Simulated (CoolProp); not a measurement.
A single-stage vapour-compression cycle with the fluid: evaporating at 305.15 K (dew point), condensing at 344.15 K (bubble point), superheat 8 K, subcooling 0 K, compressor efficiency 0.75, no pressure losses. The same conditions are run with several fluids, on thermodynamics alone (safety and materials aside).

Computed with CoolProp (reference Helmholtz-energy equation of state of each fluid (R1224YDZ: Akasaka 2023; isohexane: Lemmon 2006; c-C4F8 (RC318): Platzer 1990; cyclopropane: Polt 1992; cis-2-butene: Lemmon 2005; propyne: Polt 1992)). The equations of Platzer and Polt are older, rougher fits.

```
fluid           cooling COP  pressure ratio  discharge temperature (K)  refrigerating effect (kJ/kg)  volumetric capacity (kJ/m³)
--------------  -----------  --------------  -------------------------  ----------------------------  ---------------------------
R1224YDZ               4.80            3.13                      351.0                           120                         1380
isohexane              4.96            3.77                      345.4                           264                          334
c-C4F8 (RC318)         4.02            2.82                      344.2                          61.3                         2050
cyclopropane           4.72            2.43                      368.3                           308                         5000
cis-2-butene           4.96            2.84                      359.6                           305                         1880
propyne                4.82            2.61                      371.0                           367                         4520
```

The compression ends wet for: c-C4F8 (RC318).
